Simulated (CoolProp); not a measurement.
A simple Rankine cycle with fluoroethane (R161): condensing at 292.15 K, boiler at 3 MPa, turbine inlet 350.7 K, turbine efficiency 0.75, pump efficiency 0.8, no recuperator. Each further row changes one setting.

Computed with CoolProp (reference Helmholtz-energy equation of state, Wu 2012).

```
case                             thermal efficiency (%)  net work (kJ/kg)  heat in (kJ/kg)  turbine exit temperature (K)  volume ratio over the turbine
-------------------------------  ----------------------  ----------------  ---------------  ----------------------------  -----------------------------
as stated                                           [?]               [?]              366                         292.2                            [?]
turbine inlet 370.7 K                              10.3              42.7              416                         307.6                            [?]
condensing temperature 284.15 K                     [?]              42.4              384                         284.2                           5.16
boiler pressure 2.1 MPa                             [?]              31.9              403                         306.1                            [?]
turbine efficiency 0.65                             8.3               [?]              366                         292.2                           4.17
```

Q: Some entries are withheld; supply them.

A: 
- as stated, thermal efficiency (%): 9.8
- as stated, net work (kJ/kg): 35.7
- as stated, volume ratio over the turbine: 4.10
- turbine inlet 370.7 K, volume ratio over the turbine: 3.84
- condensing temperature 284.15 K, thermal efficiency (%): 11.0
- boiler pressure 2.1 MPa, thermal efficiency (%): 7.9
- boiler pressure 2.1 MPa, volume ratio over the turbine: 2.65
- turbine efficiency 0.65, net work (kJ/kg): 30.5

The expansion ends wet for: as stated; condensing temperature 284.15 K; turbine efficiency 0.65.
